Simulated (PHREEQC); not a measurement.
Consider water at 25 °C with 0.23 mol Cd(NO3)2, 0.0056 mol Pb(NO3)2, 0.0041 mol Fe(NO3)3 and 0.00011 mol AgF per kg of water. Closed to the air; pH follows from the charge balance.

Computed with PHREEQC (ion-association model, wateq4f.dat).

Each row changes one thing in this solution. No solid was allowed to form.

| case | pH | ionic strength (mol/kgw) | NO3- (mol/kgw) | Cd+2 (mol/kgw) | CdNO3+ (mol/kgw) | FeOH+2 (mol/kgw) | SI of Fe(OH)3(a) (Fe(OH)3) | SI of Goethite (FeOOH) |
|---|---|---|---|---|---|---|---|---|
| as made | 2.68 | 0.625 | 0.432 | 0.182 | 0.0479 | 0.00168 | -0.83 | +5.06 |
| Pb(NO3)2 from 0.0056 to 0.00504 mol/kgw | 2.68 | 0.624 | 0.431 | 0.182 | 0.0479 | 0.00168 | -0.83 | +5.06 |
| diluted 10-fold with water | 3.40 | 0.0700 | 0.0472 | 0.0220 | 0.00105 | 0.000242 | +0.10 | +6.00 |
| diluted 5-fold with water | 3.18 | 0.138 | 0.0931 | 0.0428 | 0.00324 | 0.000465 | -0.14 | +5.75 |
| AgF replaced by Na2SiF6 at the same molality | 2.67 | 0.624 | 0.432 | 0.182 | 0.0479 | 0.00150 | -0.89 | +5.01 |
| Pb(NO3)2 replaced by Ni(NO3)2 at the same molality | 2.68 | 0.631 | 0.435 | 0.182 | 0.0482 | 0.00169 | -0.83 | +5.07 |
| Fe(NO3)3 from 0.0041 to 0.00205 mol/kgw | 2.92 | 0.615 | 0.427 | 0.183 | 0.0474 | 0.00104 | -0.55 | +5.35 |

Species that the database lacks are ignored. Some of these states are supersaturated (in Hematite (slow to form), Goethite (slow to form), Fe(OH)3(a), for instance). SiF6-2 is the database's only silicon fluoride. Fluoro complexes past AlF4- and FeF3 are missing from the database.
